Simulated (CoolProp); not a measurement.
Vapour-liquid equilibrium of cyclohexane (1) + o-xylene (2) at 0.183 MPa; x and y are mole fractions of (1).

Computed with CoolProp (multi-fluid Helmholtz-energy mixture model, Zhou 2014 and Zhou 2012; pair parameters Bell 2016).

```json
[
 {"x": "0.05", "bubble temperature (K)": "432.8", "y at the bubble point": "0.213", "dew temperature at overall composition x (K)": "439.5", "liquid density (mol/L)": "7.124"},
 {"x": "0.125", "bubble temperature (K)": "422.1", "y at the bubble point": "0.435", "dew temperature at overall composition x (K)": "436.5", "liquid density (mol/L)": "7.257"},
 {"x": "0.2", "bubble temperature (K)": "413.6", "y at the bubble point": "0.581", "dew temperature at overall composition x (K)": "433.4", "liquid density (mol/L)": "7.373"},
 {"x": "0.275", "bubble temperature (K)": "406.7", "y at the bubble point": "0.679", "dew temperature at overall composition x (K)": "430.1", "liquid density (mol/L)": "7.476"},
 {"x": "0.35", "bubble temperature (K)": "401.1", "y at the bubble point": "0.749", "dew temperature at overall composition x (K)": "426.5", "liquid density (mol/L)": "7.570"},
 {"x": "0.425", "bubble temperature (K)": "396.5", "y at the bubble point": "0.801", "dew temperature at overall composition x (K)": "422.7", "liquid density (mol/L)": "7.657"},
 {"x": "0.5", "bubble temperature (K)": "392.6", "y at the bubble point": "0.841", "dew temperature at overall composition x (K)": "418.5", "liquid density (mol/L)": "7.740"},
 {"x": "0.575", "bubble temperature (K)": "389.2", "y at the bubble point": "0.874", "dew temperature at overall composition x (K)": "414.0", "liquid density (mol/L)": "7.820"},
 {"x": "0.65", "bubble temperature (K)": "386.2", "y at the bubble point": "0.901", "dew temperature at overall composition x (K)": "408.9", "liquid density (mol/L)": "7.899"},
 {"x": "0.725", "bubble temperature (K)": "383.5", "y at the bubble point": "0.925", "dew temperature at overall composition x (K)": "403.2", "liquid density (mol/L)": "7.979"},
 {"x": "0.8", "bubble temperature (K)": "381.0", "y at the bubble point": "0.946", "dew temperature at overall composition x (K)": "396.6", "liquid density (mol/L)": "8.060"},
 {"x": "0.875", "bubble temperature (K)": "378.7", "y at the bubble point": "0.967", "dew temperature at overall composition x (K)": "389.0", "liquid density (mol/L)": "8.143"},
 {"x": "0.95", "bubble temperature (K)": "376.4", "y at the bubble point": "0.987", "dew temperature at overall composition x (K)": "380.6", "liquid density (mol/L)": "8.230"}
]
```

No azeotrope shows between x = 0.05 and 0.95.

The pair parameters rest on a limited set of measurements; away from them the model extrapolates.
